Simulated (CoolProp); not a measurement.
Computed with CoolProp (reference Helmholtz-energy equation of state, Lemmon 2006). It is a short technical equation, of lower accuracy than the large ones.

### Question
For C2F6 (R116), give the phase and the cp (kJ/(kg K)), isothermal compressibility (1/MPa), expansivity (1/kK), viscosity (µPa s) at 151.85 °C and 26.1 MPa.

### Answer
- 151.85 °C and 26.1 MPa: supercritical; cp 1.15, isothermal compressibility 0.0169, expansivity 2.92, viscosity 81.9

Viscosity comes from a separate model (Huber 2003), an estimate that may be off by 10 % or more.
